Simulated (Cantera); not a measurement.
## Premixed flame

A freely propagating, adiabatic, planar premixed flame of 7.42 % CH₄, 1.04 % C₂H₆, 19.2 % O₂, 72.3 % N₂, unburnt at 700 K and 975 Torr; mixture-averaged transport, grid criteria slope 0.08 and curve 0.16, no radiation.

Model: GRI-Mech 3.0 (53 species, 325 reactions), integrated in Cantera. Burning velocities carry a grid error of a few per cent, more on coarse grids.

```json
[
 {"z (mm)": "-0.726", "T (K)": "700", "u (m/s)": "1.69", "x CH₄": "0.0741", "x C₂H₆": "0.0104", "x O₂": "0.192", "x H₂": "0.000882", "x CH₂O": "1.69e-7", "x C₂H": "<1e-8"},
 {"z (mm)": "-0.484", "T (K)": "702", "u (m/s)": "1.69", "x CH₄": "0.0738", "x C₂H₆": "0.0104", "x O₂": "0.191", "x H₂": "0.00274", "x CH₂O": "4.20e-6", "x C₂H": "<1e-8"},
 {"z (mm)": "-0.363", "T (K)": "708", "u (m/s)": "1.71", "x CH₄": "0.0733", "x C₂H₆": "0.0103", "x O₂": "0.191", "x H₂": "0.00483", "x CH₂O": "1.90e-5", "x C₂H": "<1e-8"},
 {"z (mm)": "-0.242", "T (K)": "750", "u (m/s)": "1.82", "x CH₄": "0.0705", "x C₂H₆": "0.0101", "x O₂": "0.187", "x H₂": "0.00910", "x CH₂O": "0.000146", "x C₂H": "<1e-8"},
 {"z (mm)": "-0.121", "T (K)": "1065", "u (m/s)": "2.63", "x CH₄": "0.0533", "x C₂H₆": "0.00763", "x O₂": "0.159", "x H₂": "0.0169", "x CH₂O": "0.00107", "x C₂H": "<1e-8"},
 {"z (mm)": "-0.0605", "T (K)": "1451", "u (m/s)": "3.63", "x CH₄": "0.0310", "x C₂H₆": "0.00330", "x O₂": "0.120", "x H₂": "0.0211", "x CH₂O": "0.00142", "x C₂H": "2.06e-8"},
 {"z (mm)": "0", "T (K)": "1829", "u (m/s)": "4.63", "x CH₄": "0.00819", "x C₂H₆": "0.000206", "x O₂": "0.0732", "x H₂": "0.0214", "x CH₂O": "0.000820", "x C₂H": "6.78e-7"},
 {"z (mm)": "0.0605", "T (K)": "1993", "u (m/s)": "5.05", "x CH₄": "0.000720", "x C₂H₆": "8.44e-7", "x O₂": "0.0445", "x H₂": "0.0167", "x CH₂O": "0.000148", "x C₂H": "4.35e-7"},
 {"z (mm)": "0.121", "T (K)": "2040", "u (m/s)": "5.15", "x CH₄": "3.17e-5", "x C₂H₆": "<1e-8", "x O₂": "0.0338", "x H₂": "0.0138", "x CH₂O": "8.43e-6", "x C₂H": "2.25e-8"},
 {"z (mm)": "0.242", "T (K)": "2092", "u (m/s)": "5.25", "x CH₄": "7.10e-8", "x C₂H₆": "<1e-8", "x O₂": "0.0279", "x H₂": "0.0130", "x CH₂O": "2.12e-8", "x C₂H": "<1e-8"},
 {"z (mm)": "0.484", "T (K)": "2159", "u (m/s)": "5.39", "x CH₄": "<1e-8", "x C₂H₆": "<1e-8", "x O₂": "0.0247", "x H₂": "0.0122", "x CH₂O": "<1e-8", "x C₂H": "<1e-8"},
 {"z (mm)": "0.968", "T (K)": "2240", "u (m/s)": "5.56", "x CH₄": "<1e-8", "x C₂H₆": "<1e-8", "x O₂": "0.0218", "x H₂": "0.0103", "x CH₂O": "<1e-8", "x C₂H": "<1e-8"},
 {"z (mm)": "1.94", "T (K)": "2318", "u (m/s)": "5.72", "x CH₄": "<1e-8", "x C₂H₆": "<1e-8", "x O₂": "0.0189", "x H₂": "0.00807", "x CH₂O": "<1e-8", "x C₂H": "<1e-8"}
]
```
x: mole fraction of selected species; z is measured from the peak of heat release.

- laminar burning velocity = 168 cm/s
- thermal thickness = 0.242 mm
- peak x(H₂) = 0.0221
- peak x(CH₂O) = 0.00143
- peak x(C₂H) = 8.92e-7
- grid points = 143
